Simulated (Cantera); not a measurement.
A Cantera script and its output.

```python
import numpy as np
import cantera as ct

gas = ct.Solution("gri30.yaml")


def delay(T, t_max=10):
    gas.TPX = T, 1000000, {'CH4': 1, 'O2': 1.82, 'N2': 6.84}
    reactor = ct.IdealGasConstPressureReactor(gas, clone=False)
    net = ct.ReactorNet([reactor])
    net.rtol, net.atol = 1e-8, 1e-16
    while net.time < t_max:
        t_old, T_old = net.time, reactor.T
        net.step()
        if reactor.T > T + 400:  # ignition: a rise of 400 K
            return t_old + (T + 400 - T_old) / (reactor.T - T_old) * (net.time - t_old)
    return np.nan


taus = []
for T in [1150, 1225, 1300, 1375, 1450, 1525, 1600]:
    taus.append(delay(T))
    print(f"T0 = {T:6g} K   tau = {taus[-1]:.4e} s")
```

It prints:

```
T0 =   1150 K   tau = 9.3466e-03 s
T0 =   1225 K   tau = 3.6616e-03 s
T0 =   1300 K   tau = 1.5351e-03 s
T0 =   1375 K   tau = 6.8059e-04 s
T0 =   1450 K   tau = 3.1675e-04 s
T0 =   1525 K   tau = 1.5404e-04 s
T0 =   1600 K   tau = 7.8240e-05 s
```

Detailed kinetics in Cantera: GRI-Mech 3.0 (53 species, 325 reactions).
